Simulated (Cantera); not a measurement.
A closed system holds: 1 mol SiCl₄, 1.9 mol O₃, 36 mol N₂, equilibrated at 1075 °C and 0.100 bar.

Equilibrium computed with Cantera from the NASA thermochemical tables; the gas is ideal and each condensed phase is pure. Candidate condensed phases: Si, SiO₂, Si₂N₂O, Si₃N₄; 23 gas species. The tables hold silica as quartz up to 1696 K and as liquid above; real silica turns to tridymite and cristobalite and melts near 1996 K. The numbers say what is thermodynamically allowed, not how fast it happens.

Base state: N₂ 0.898, O₂ 0.0460, Cl₂ 0.0437, Cl 0.0124, NO 0.000267, ClO 2.56e-5 (mole fractions); condensed: SiO₂(β-quartz).

Question: What changes in the equilibrium state with this change: pressure from 0.100 bar to 0.00133 bar?

Answer: 
```csv
species,before,after
N₂,0.898,0.874
Cl,0.0124,0.0651
O₂,0.0460,0.0448
Cl₂,0.0437,0.0160
ClO,2.56e-5,1.53e-5
NO,0.000267,0.000260
"SiO₂(β-quartz), mol",1.00,1.00
```
